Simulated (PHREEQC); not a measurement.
## Reverse-osmosis permeate: speciation

Model water analysis in mg/kgw, 20 °C, pH 6.74, pe 12.5: Na 10; K 1.34; Ca 4.48; Mg 1.96; Cl 20.7; S(6) as SO4 3.28; Alkalinity as HCO3 10.3; Zn 0.108; Si as SiO2 0.045.

Valence states are taken as typed.

The numbers come from PHREEQC with the ion-association model, phreeqc.dat.

No solid was allowed to form.

### Question
Estimate the charge-balance error.

### Answer
charge-balance error 2.2 %.

### Question
In which forms is S present?

### Answer
SO4-2 97 %, CaSO4 1.4 %, MgSO4 1.2 % of the S.

Species that the database lacks are ignored.
